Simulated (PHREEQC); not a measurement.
A solution holds 0.0048 mol KNO3, 9.4e-05 mol LiNO3 and 0.0044 mol Li2CO3 per kg of water, at 20 °C. Closed to the air; pH follows from the charge balance.

Model: ion-association model, wateq4f.dat, run in PHREEQC.

This is a speciation only: nothing precipitates in the calculation.

**Question.** What pH, ionic strength does the model give?

**Answer.** pH 10.95; ionic strength 0.0174 mol/kgw.

**Question.** In which forms is C present?

**Answer.** CO3-2 84 %, HCO3- 16 % of the C.

Complexes and solids missing from the database can't appear.
